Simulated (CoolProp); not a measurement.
Saturation properties of R365MFC.

The numbers come from the reference Helmholtz-energy equation of state, Lemmon 2016 in CoolProp.

```
T (°C)  p (MPa)  liquid density (kg/m³)  enthalpy of vaporisation (kJ/kg)  liquid cp (kJ/(kg K))
------  -------  ----------------------  --------------------------------  ---------------------
66.45    0.2392                    1163                             174.6                  1.469
75.85    0.3137                    1140                             169.2                  1.494
85.15    0.4038                    1116                             163.7                  1.520
94.55    0.5137                    1091                             157.7                  1.550
103.85   0.6434                    1064                                 ?                  1.583
113.25   0.7984                    1036                             144.6                      ?
122.65   0.9802                    1006                             137.2                  1.667
131.95    1.190                   973.0                             129.2                  1.722
141.35    1.435                   936.8                             120.2                  1.793
150.65    1.714                   896.5                             110.1                  1.891
160.05    2.039                   849.4                             98.04                  2.045
169.45    2.413                       ?                             83.04                  2.341
178.75        ?                   713.2                             62.33                  3.251
```

What belongs in the gaps?


- 103.85, enthalpy of vaporisation (kJ/kg): 151.4
- 113.25, liquid cp (kJ/(kg K)): 1.622
- 169.45, liquid density (kg/m³): 791.7
- 178.75, p (MPa): 2.839

It boils at 40.2 °C under 1 atm.
